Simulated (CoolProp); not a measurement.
Vapour-liquid equilibrium of R227EA (1) + n-butane (2) at 0.302 MPa; x and y are mole fractions of (1).

Computed with CoolProp (multi-fluid Helmholtz-energy mixture model, Lemmon 2016 and Bücker 2006; pair parameters Bell 2016).

| x | bubble temperature, mixture model (K) | bubble temperature, Raoult's law (K) | y, mixture model | y, Raoult's law |
|---|---|---|---|---|
| 0.05 | 296.2 | 303.9 | 0.259 | 0.089 |
| 0.2 | 285.4 | 300.0 | 0.521 | 0.318 |
| 0.35 | 282.7 | 296.6 | 0.590 | 0.502 |
| 0.5 | 281.8 | 293.5 | 0.627 | 0.652 |
| 0.65 | 281.4 | 290.8 | 0.670 | 0.777 |
| 0.8 | 281.7 | 288.4 | 0.748 | 0.883 |
| 0.95 | 283.9 | 286.1 | 0.910 | 0.973 |

The largest gap from Raoult's law is -14.6 K in bubble temperature, at x = 0.2. y crosses x between x = 0.65 and 0.8: the model has an azeotrope there.

Pair parameters are fitted to limited data, so mixtures are less certain than the pure fluids. With so large a gap from Raoult's law the liquid may split in two, which this calculation doesn't test in full.
